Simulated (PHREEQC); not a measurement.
Solution (20 °C): 0.00957 mol/kgw KHSO4. Closed to the air; pH follows from the charge balance.

All values are PHREEQC results (ion-association model, phreeqc.dat), not measurements.

No solid was allowed to form.

### Question
What pH, ionic strength does the model give?

### Answer
pH 2.20; ionic strength 0.0233 mol/kgw.

### Question
In which forms is K present?

### Answer
K+ 98 %, KSO4- 2.4 % of the K.
